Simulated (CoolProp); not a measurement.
Model: reference Helmholtz-energy equation of state, Wu 2012, in CoolProp.

For fluoroethane (R161), give the phase and the cv (kJ/(kg K)), Joule-Thomson coefficient (K/MPa) at 427.7 K and 0.0239 MPa; 427.7 K and 0.036 MPa; 427.7 K and 5 MPa.


- 427.7 K and 0.0239 MPa: gas; cv 1.45, Joule-Thomson coefficient 6.88
- 427.7 K and 0.036 MPa: gas; cv 1.45, Joule-Thomson coefficient 6.89
- 427.7 K and 5 MPa: gas; cv 1.60, Joule-Thomson coefficient 7.73
